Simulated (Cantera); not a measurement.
Feed: 1 mol Zr, 1.5 mol N2, held at 900 K and 7.80e-5 bar.

These are equilibrium values from Cantera (NASA tables, ideal gas, pure condensed phases), not measurements of a reactor. Candidate condensed phases: Zr, ZrN; 4 gas species. ZrN: taken at fixed stoichiometry. Rates play no part.

Q: What is the equilibrium state?

A: x(N2): 1.00
n(ZrN(s)): 1.00 mol
gas amount: 1.000 mol
log10 activity of Zr(α) (absent): -14.24
